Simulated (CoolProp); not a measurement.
Saturation properties of tetradecamethylhexasiloxane (MD4M).

Computed with CoolProp (reference Helmholtz-energy equation of state, Thol 2019).

| T (K) | p (MPa) | liquid density (kg/m³) | vapour density (kg/m³) | enthalpy of vaporisation (kJ/kg) | liquid cp (kJ/(kg K)) | surface tension (mN/m) |
|---|---|---|---|---|---|---|
| 318 | 5.198e-6 | 867.4 | 0.0009024 | 167.7 | 1.759 | 16.8 |
| 326.1 | 1.065e-5 | 859.6 | 0.001803 | 164.9 | 1.778 | 16.2 |
| 334.3 | 2.100e-5 | 851.6 | 0.003468 | 162.1 | 1.797 | 15.7 |
| 342.5 | 3.964e-5 | 843.7 | 0.006391 | 159.3 | 1.815 | 15.2 |
| 350.7 | 7.191e-5 | 835.7 | 0.01132 | 156.6 | 1.833 | 14.6 |
| 358.9 | 0.0001257 | 827.7 | 0.01935 | 153.9 | 1.851 | 14.1 |
| 367.1 | 0.0002125 | 819.6 | 0.03198 | 151.2 | 1.869 | 13.6 |
| 375.3 | 0.0003479 | 811.6 | 0.05125 | 148.6 | 1.886 | 13.1 |
| 383.5 | 0.0005533 | 803.4 | 0.07982 | 145.9 | 1.903 | 12.6 |
| 391.7 | 0.0008565 | 795.3 | 0.1211 | 143.3 | 1.920 | 12.0 |
| 399.8 | 0.001287 | 787.1 | 0.1785 | 140.7 | 1.937 | 11.6 |

It boils at 532.8 K under 1 atm.

Surface tension comes from a separate correlation (Mulero 2014), older than this fluid's equation and unchecked against measurements.
